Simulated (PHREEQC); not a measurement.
NaHS is added in steps, without added water, to 1 kg of water holding 0.073 mol H3PO4 and 0.007 mol HF, at 20 °C. No oxygen is let in. CO2 from the air is kept out. Precipitation was switched off in this run.

Base run: PHREEQC, ion-association model, phreeqc.dat. Each further column changes one thing. The table gives F- (mol/kgw).

```csv
NaHS added (mol),base,all activity coefficients set to 1,Davies equation for every ion,metal-ligand complexes left out
0,0.000291,0.000248,0.000292,0.000291
0.033,0.000783,0.000710,0.000780,0.000785
0.0605,0.00227,0.00215,0.00225,0.00229
0.0935,0.00678,0.00664,0.00677,0.00699
0.1265,0.00673,0.00653,0.00672,0.00700
0.1595,0.00668,0.00643,0.00667,0.00700
0.187,0.00665,0.00634,0.00663,0.00700
0.22,0.00660,0.00625,0.00658,0.00700
```
